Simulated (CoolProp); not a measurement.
R125 along the isotherm 294.8 K: Z from the reference equation and from simpler models built on Tc = 339.2 K, pc = 36.18 bar, ω = 0.305; each cubic takes its own stable root.

Values from CoolProp's reference Helmholtz-energy equation of state, Lemmon 2005.

```tsv
p (bar)	phase	reference	van der Waals	Redlich-Kwong	Soave-Redlich-Kwong	Peng-Robinson
1.81	gas	0.9713	0.9789	0.9741	0.9724	0.9702
3.62	gas	0.9411	0.9569	0.9472	0.9435	0.9391
5.43	gas	0.9091	0.9339	0.9190	0.9131	0.9066
7.24	gas	0.8748	0.9098	0.8894	0.8809	0.8723
9.05	gas	0.8378	0.8845	0.8580	0.8465	0.8359
10.9	gas	0.7962	0.8569	0.8237	0.8085	0.7957
14.5	liquid	0.05860	0.7972	0.7476	0.06729	0.05931
16.3	liquid	0.06574	0.7631	0.08054	0.07536	0.06644
18.1	liquid	0.07286	0.7248	0.08893	0.08337	0.07353
```

At some of these states van der Waals, Redlich-Kwong gives the other phase, because its saturation line lies elsewhere.
